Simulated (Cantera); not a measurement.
Input (Python, Cantera) and output of one run.

```python
import numpy as np
import cantera as ct

gas_names = """
    H HNO HNO2 HNO3 HO2 H2 H2O H2O2 N NH NH2 NH3 NH2OH NO NO2 NO3 N2 N2H2 N2H4 N2O O OH O2 O3 Ti TiO
    TiO2
""".split()
cond_names = """
    H2O(s) H2O(L) Ti(a) Ti(b) Ti(L) TiN(s) TiN(L) TiO(a) TiO(b) TiO(L) TiO2(ru) TiO2(L) Ti2O3(a)
    Ti2O3(b) Ti2O3(L) Ti3O5(a) Ti3O5(b) Ti3O5(L) Ti4O7(s) Ti4O7(L)
""".split()


# ... load() reads the species with a 1 bar reference pressure and builds the phases ...
atoms = {
    'TiO2': {'Ti': 1, 'O': 2},
    'H2': {'H': 2},
    'N2': {'N': 2},
}
top_T = {}  # K; cautious upper limits of use, not melting points


# ... equilibrate(T, P, feed) seeds the gas with the atoms and calls Mixture.equilibrate('TP', solver="vcs", rtol=1e-11, max_steps=5000) ...
results = []
feed = {'TiO2': 1, 'H2': 0.76, 'N2': 41}  # mol
T = 2150  # K
for P in [10, 52, 270, 1400, 7200, 37000, 190000, 1000000]:
    mix = equilibrate(T, P, feed)
    results.append((T, P, feed, dict(zip(mix.species_names, mix.species_moles))))
    x = sorted(zip(gas.X, gas.species_names), reverse=True)
    print(f"T = {T:g} K  P = {P:g} Pa  gas = {mix.phase_moles(0):.4g} mol")
    print("   x: " + "  ".join(f"{s} {v:.3e}" for v, s in x if v > 1e-06))
    print("   condensed (mol): " + ("  ".join(f"{mix.phase(i).name} {mix.phase_moles(i):.4g}"
          for i in range(1, mix.n_phases) if mix.phase_moles(i) > 1e-12) or "none"))
```

Output:

```
T = 2150 K  P = 10 Pa  gas = 43.15 mol
   x: N2 9.499e-01  H 2.605e-02  TiO2 1.430e-02  H2 3.816e-03  O 2.265e-03  TiO 2.173e-03  H2O 5.339e-04  OH 4.707e-04  NO 3.122e-04  O2 1.344e-04
   condensed (mol): Ti4O7(L) 0.07232
T = 2150 K  P = 52 Pa  gas = 42.33 mol
   x: N2 9.685e-01  H 1.565e-02  H2 7.158e-03  TiO2 3.492e-03  H2O 2.607e-03  O 1.134e-03  OH 7.360e-04  NO 3.599e-04  TiO 2.039e-04  O2 1.751e-04
   condensed (mol): Ti4O7(L) 0.2109
T = 2150 K  P = 270 Pa  gas = 41.99 mol
   x: N2 9.764e-01  H2 9.291e-03  H 7.824e-03  H2O 4.646e-03  TiO2 7.280e-04  OH 5.052e-04  O 2.998e-04  NO 2.177e-04  O2 6.356e-05  TiO 3.097e-05
   condensed (mol): Ti4O7(L) 0.242
T = 2150 K  P = 1400 Pa  gas = 41.85 mol
   x: N2 9.796e-01  H2 1.068e-02  H2O 5.512e-03  H 3.684e-03  OH 2.455e-04  TiO2 1.415e-04  NO 9.883e-05  O 5.967e-05  O2 1.306e-05  TiO 5.833e-06
   condensed (mol): Ti4O7(L) 0.2485
T = 2150 K  P = 7200 Pa  gas = 41.8 mol
   x: N2 9.808e-01  H2 1.148e-02  H2O 5.806e-03  H 1.684e-03  OH 1.100e-04  NO 4.274e-05  TiO2 2.738e-05  O 1.137e-05  O2 2.439e-06  TiO 1.151e-06
   condensed (mol): Ti4O7(L) 0.2497
T = 2150 K  P = 37000 Pa  gas = 41.78 mol
   x: N2 9.814e-01  H2 1.188e-02  H2O 5.913e-03  H 7.556e-04  OH 4.858e-05  NO 1.856e-05  TiO2 5.306e-06  O 2.178e-06
   condensed (mol): Ti4O7(L) 0.2499
T = 2150 K  P = 190000 Pa  gas = 41.77 mol
   x: N2 9.816e-01  H2 1.206e-02  H2O 5.955e-03  H 3.360e-04  OH 2.143e-05  NO 8.125e-06  TiO2 1.031e-06
   condensed (mol): Ti4O7(L) 0.25
T = 2150 K  P = 1e+06 Pa  gas = 41.76 mol
   x: N2 9.817e-01  H2 1.215e-02  H2O 5.973e-03  H 1.470e-04  OH 9.335e-06  NO 3.528e-06
   condensed (mol): Ti4O7(L) 0.25
```

Cantera equilibrium calculation (NASA polynomials, part measured and part estimated; ideal gas, pure solids and liquids). Condensed phases not in the tables: Magnéli phases beyond Ti4O7.
